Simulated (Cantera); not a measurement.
A closed system holds: 1 mol CH₃F, 0.38 mol H₂, at 1648.15 K and 1.00 bar.

Equilibrium computed with Cantera from the NASA thermochemical tables; the gas is ideal and each condensed phase is pure. Candidate condensed phases: C, C₆H₆, C₇H₈, C₈H₁₈; 95 gas species. Equilibrium is a limit: real reactors are often held back by kinetics, nucleation or transport.

Base state: H₂ 0.579, HF 0.420, CH₄ 0.000449, H 6.79e-5, C₂H₂ (acetylene) 2.59e-5 (mole fractions); condensed: C(graphite).

What changes in the equilibrium state with this change: temperature from 1648.15 K to 2473.15 K?


```csv
species,before,after
H₂,0.579,0.561
HF,0.420,0.417
H,6.79e-5,0.0167
C₂H₂ (acetylene),2.59e-5,0.00541
C₄H₂,<1e-9,2.16e-5
C₂H,<1e-9,1.09e-5
F,3.58e-9,2.42e-5
CH₃,1.07e-6,2.66e-5
CH₄,0.000449,4.93e-5
"C(graphite), mol",0.999,0.974
```
